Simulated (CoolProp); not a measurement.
Properties of hydrogen chloride along the isotherm 670 K.

Values from CoolProp's reference Helmholtz-energy equation of state, Thol 2018.

| p (kPa) | phase | density (kg/m³) | cv (kJ/(kg K)) | isothermal compressibility (1/MPa) | expansivity (1/kK) | fugacity coefficient |
|---|---|---|---|---|---|---|
| 131 | gas | 0.8578 | 0.5908 | 7.637 | 1.496 | 0.9996 |
| 270 | gas | 1.769 | 0.5910 | 3.707 | 1.500 | 0.9991 |
| 554 | gas | 3.633 | 0.5913 | 1.808 | 1.507 | 0.9981 |
| 1140 | gas | 7.490 | [?] | 0.8805 | 1.523 | 0.9962 |
| 2340 | gas | 15.43 | [?] | 0.4304 | 1.553 | 0.9922 |
| 4800 | gas | 31.88 | 0.5957 | 0.2111 | 1.615 | 0.9846 |
| 9860 | supercritical | 66.28 | 0.6009 | [?] | 1.729 | [?] |
| 20200 | supercritical | 137.6 | 0.6114 | [?] | [?] | 0.9476 |
| 41600 | supercritical | 279.6 | 0.6345 | 0.02245 | [?] | 0.9227 |

Question: Some entries are withheld; supply them.

Answer: 
- 1140, cv (kJ/(kg K)): 0.5919
- 2340, cv (kJ/(kg K)): 0.5932
- 9860, isothermal compressibility (1/MPa): 0.1034
- 9860, fugacity coefficient: 0.9704
- 20200, isothermal compressibility (1/MPa): 0.05005
- 20200, expansivity (1/kK): 1.902
- 41600, expansivity (1/kK): 2.034
